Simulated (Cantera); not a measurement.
Charge: 1 mol MgO, 8.1 mol F2, 0.56 mol O2, held at 950 K.

Equilibrium computed with Cantera from the NASA thermochemical tables; the gas is ideal and each condensed phase is pure. Candidate condensed phases: Mg, MgF2, MgO; 14 gas species. Kinetics and transport are ignored.

x: gas mole fraction; n: condensed amount in mol.

```csv
P (Pa),x F,x F2,x O2,x FO2,x F2O,x FO,n MgF2(s)
1,0.928,0.00254,0.0696,7.92e-9,8.90e-11,6.66e-8,1.000
10,0.905,0.0241,0.0711,7.89e-8,2.71e-9,2.08e-7,1.00
100,___,___,___,___,___,___,1.00
1000,___,___,___,___,___,___,1.00
10000,0.157,0.724,0.120,2.30e-5,3.33e-6,1.48e-6,1.00
100000,0.0528,0.821,0.126,8.18e-5,1.23e-5,1.61e-6,1.00
```

Question: Fill in the missing entries.

Answer: 
- 1000, x F: 0.407
- 1000, x F2: 0.489
- 1000, x O2: 0.103
- 1000, x FO2: 5.17e-6
- 1000, x F2O: 6.62e-7
- 1000, x FO: 1.13e-6
- 100, x F: 0.752
- 100, x F2: 0.167
- 100, x O2: 0.0810
- 100, x FO2: 7.47e-7
- 100, x F2O: 6.31e-8
- 100, x FO: 5.83e-7
